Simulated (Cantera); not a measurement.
An adiabatic, constant-volume homogeneous reactor starts with H2 : O2 : N2 : H2O = 1 : 0.357 : 1.34 : 0.22 (molar parts), equivalence ratio 1.4, at 1200 K and 3.80 bar. Integrator tolerance rtol = 1e-08.

Computed with Cantera and the H2/O2 subset of GRI-Mech 3.0, which has no nitrogen chemistry. The hydrogen kinetics of GRI-Mech 3.0 are dated; newer H2 mechanisms differ, most at raised pressure.

What does this change do: H2 1 to 2.3 parts?


```json
[
 {"quantity": "time of steepest temperature rise", "before": "38.7 µs", "after": "36.9 µs"},
 {"quantity": "temperature at 0.300 s", "before": "2964 K", "after": "2615 K"},
 {"quantity": "equilibrium temperature", "before": "2964 K", "after": "2615 K"},
 {"quantity": "x(H2) at 0.300 s", "before": "0.114 (gas-phase equilibrium 0.114)", "after": "0.405 (gas-phase equilibrium 0.405)"},
 {"quantity": "x(O2) at 0.300 s", "before": "0.00166 (gas-phase equilibrium 0.00166)", "after": "4.76e-6 (gas-phase equilibrium 4.76e-6)"},
 {"quantity": "x(H2O) at 0.300 s", "before": "0.337 (gas-phase equilibrium 0.337)", "after": "0.239 (gas-phase equilibrium 0.239)"},
 {"quantity": "x(H) at 0.300 s", "before": "0.0165 (gas-phase equilibrium 0.0165)", "after": "0.00946 (gas-phase equilibrium 0.00946)"},
 {"quantity": "x(O) at 0.300 s", "before": "0.00141 (gas-phase equilibrium 0.00141)", "after": "1.98e-5 (gas-phase equilibrium 1.98e-5)"},
 {"quantity": "x(H2O2) at 0.300 s", "before": "6.52e-7 (gas-phase equilibrium 6.52e-7)", "after": "1.29e-8 (gas-phase equilibrium 1.29e-8)"},
 {"quantity": "x(OH) at 0.300 s", "before": "0.0158 (gas-phase equilibrium 0.0158)", "after": "0.00131 (gas-phase equilibrium 0.00131)"}
]
```

What does this change do: initial temperature 1200 to 1575 K?


```csv
quantity,before,after
time of steepest temperature rise,38.7 µs,3.10 µs
temperature at 0.300 s,2964 K,3079 K
equilibrium temperature,2964 K,3079 K
x(H2) at 0.300 s,0.114 (gas-phase equilibrium 0.114),0.118 (gas-phase equilibrium 0.118)
x(O2) at 0.300 s,0.00166 (gas-phase equilibrium 0.00166),0.00365 (gas-phase equilibrium 0.00365)
x(H2O) at 0.300 s,0.337 (gas-phase equilibrium 0.337),0.317 (gas-phase equilibrium 0.317)
x(H) at 0.300 s,0.0165 (gas-phase equilibrium 0.0165),0.0267 (gas-phase equilibrium 0.0267)
x(O) at 0.300 s,0.00141 (gas-phase equilibrium 0.00141),0.00345 (gas-phase equilibrium 0.00345)
x(H2O2) at 0.300 s,6.52e-7 (gas-phase equilibrium 6.52e-7),9.67e-7 (gas-phase equilibrium 9.67e-7)
x(OH) at 0.300 s,0.0158 (gas-phase equilibrium 0.0158),0.0252 (gas-phase equilibrium 0.0252)
```
Above 3000 K some thermodynamic fits are extrapolated.
